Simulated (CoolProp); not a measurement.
n-nonane along the isotherm 569.2 K: density (kg/m³) from the reference equation and from simpler models built on Tc = 594.5 K, pc = 2.282 MPa, ω = 0.443; each cubic takes its own stable root.

Computed with CoolProp (reference Helmholtz-energy equation of state, Lemmon 2006). It is a short technical equation, of lower accuracy than the large ones.

```tsv
p (MPa)	phase	reference	Redlich-Kwong	Soave-Redlich-Kwong	Peng-Robinson
0.114	gas	3.155	3.151	3.153	3.160
0.228	gas	6.453	6.434	6.443	6.470
0.342	gas	9.913	[?]	9.886	9.949
0.456	gas	13.56	13.46	13.50	13.62
0.57	gas	17.41	17.23	17.31	[?]
0.685	gas	21.56	21.26	21.38	21.67
0.799	gas	25.96	25.50	[?]	[?]
0.913	gas	30.73	30.02	30.30	[?]
1.03	gas	36.09	35.01	35.42	36.20
1.14	gas	41.68	40.10	40.69	41.72
```

Question: Fill in the missing entries.

Answer: 
- 0.342, Redlich-Kwong: 9.863
- 0.57, Peng-Robinson: 17.50
- 0.799, Soave-Redlich-Kwong: 25.68
- 0.799, Peng-Robinson: 26.10
- 0.913, Peng-Robinson: 30.87
